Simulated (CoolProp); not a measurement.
Vapour-liquid equilibrium of p-xylene (1) + n-nonane (2) at 389.9 K; x and y are mole fractions of (1).

The numbers come from the multi-fluid Helmholtz-energy mixture model, Zhou 2012 and Lemmon 2006; pair parameters Bell 2016 in CoolProp.

Task: Give the bubble pressure and the first vapour's composition at x = 0.35, 0.65, 0.95. Is there an azeotrope?

Result: x = 0.35: 0.04410 MPa, y = 0.440; x = 0.65: 0.04911 MPa, y = 0.724; x = 0.95: 0.05399 MPa, y = 0.964. No azeotrope shows between x = 0.05 and 0.95.

The pair parameters rest on a limited set of measurements; away from them the model extrapolates.
